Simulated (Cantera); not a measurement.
What does this Cantera script print?

```python
import numpy as np
import cantera as ct

gas_names = """
    C CO COS CO2 CS CS2 C2 C2O C3 C3O2 C4 C5 K KO K2 K2SO4 O O2 O3 S SO SO2 SO3 S2 S2O S8
""".split()
cond_names = """
    C(gr) K(cr) K(L) KO2(s) K2CO3(s) K2CO3(L) K2O(s) K2O2(s) K2S(1) K2S(2) K2S(3) K2S(L) K2SO4(a)
    K2SO4(b) K2SO4(L) S(cr1) S(cr2) S(L)
""".split()


# ... load() reads the species with a 1 bar reference pressure and builds the phases ...
atoms = {
    'K2SO4': {'K': 2, 'S': 1, 'O': 4},
    'O2': {'O': 2},
    'C': {'C': 1},
}
top_T = {'C(gr)': 4500, 'KO2(s)': 780, 'K2O(s)': 1000, 'K2O2(s)': 760}  # K; cautious upper limits of use, not melting points


# ... equilibrate(T, P, feed) seeds the gas with the atoms and calls Mixture.equilibrate('TP', solver="vcs", rtol=1e-11, max_steps=5000) ...
results = []
T = 1675  # K
P = 1000  # Pa
for m in [0.12, 0.14, 0.16, 0.19, 0.22, 0.25, 0.29, 0.33, 0.39, 0.45, 0.52, 0.6, 0.69]:
    feed = {'K2SO4': 1, 'O2': 0.16, 'C': m}  # mol
    mix = equilibrate(T, P, feed)
    results.append((T, P, feed, dict(zip(mix.species_names, mix.species_moles))))

top = {s: max(r[3][s] / sum(r[3][g] for g in gas_names) for r in results) for s in gas_names}
cols = sorted((s for s in top if top[s] > 0.001), key=lambda s: -top[s])[:9]
seen = [c for c in cond_names if any(r[3].get(c, 0) > 1e-12 for r in results)]
print("log10 of partial pressures in bar; condensed amounts in mol")
print(f"{'n(C)':>10s}" + "".join(f"{s[:9]:>10s}" for s in cols + seen))
for T, P, feed, n in results:
    ng = sum(n[g] for g in gas_names)
    print(f"{feed['C']:10.4g}" + "".join(f"{np.log10(max(n[s] / ng * P / 1e5, 1e-99)):10.3f}" for s in cols)
          + "".join(f"{n.get(c, 0):10.4g}" for c in seen))
```

Output:

```
log10 of partial pressures in bar; condensed amounts in mol
      n(C)       CO2         K        O2       SO2     K2SO4        CO  K2SO4(L)
      0.12    -2.241    -3.223    -2.654    -3.521    -2.951    -5.205    0.9703
      0.14    -2.187    -3.145    -2.889    -3.443    -2.951    -5.034    0.9681
      0.16    -2.162    -3.007    -3.301    -3.306    -2.951    -4.803    0.9625
      0.19    -2.233    -2.710    -4.190    -3.011    -2.951    -4.429    0.9323
      0.22    -2.317    -2.576    -4.592    -2.877    -2.951    -4.312    0.8893
      0.25    -2.375    -2.515    -4.775    -2.816    -2.951    -4.278     0.845
      0.29    -2.426    -2.472    -4.905    -2.773    -2.951    -4.266    0.7856
      0.33    -2.462    -2.447    -4.979    -2.748    -2.951    -4.264    0.7261
      0.39    -2.499    -2.424    -5.046    -2.726    -2.951    -4.267    0.6367
      0.45    -2.524    -2.411    -5.087    -2.712    -2.951    -4.272    0.5472
      0.52    -2.545    -2.400    -5.118    -2.702    -2.951    -4.278    0.4427
       0.6    -2.562    -2.392    -5.142    -2.694    -2.951    -4.283    0.3233
      0.69    -2.577    -2.386    -5.161    -2.688    -2.951    -4.287     0.189
```

These are equilibrium values from Cantera (NASA tables, ideal gas, pure condensed phases), not measurements of a reactor.
